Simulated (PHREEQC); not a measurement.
1 kg of water holding 0.12 mol MgSO4, 0.4 mol NaCl, 0.066 mol Na2SO4 and 0.026 mol K2SO4 is evaporated at 90 °C; the solids stay in contact with the brine. No CO2 enters from the air. Solids allowed: Arcanite, Bischofite, Bloedite, Brucite, Carnallite, Epsomite, Glaserite, Halite, Hexahydrite, Kainite, Kieserite, Leonite, Mirabilite, Misenite, Schoenite, Sylvite, Thenardite, MgCl2_4H2O. Others were left out.

The series has 17 steps of water left (kg), from 1 to 0.04335.

Equilibrium calculation in PHREEQC: Pitzer model, pitzer.dat.

Q: Which solids form, in which order, and at which step of the series does each first stand?

A: Thenardite from water left = 0.09502 kg; Halite from water left = 0.06418 kg.

Complexes and solids missing from the database can't appear. Constants without temperature data keep their 25 °C values here.
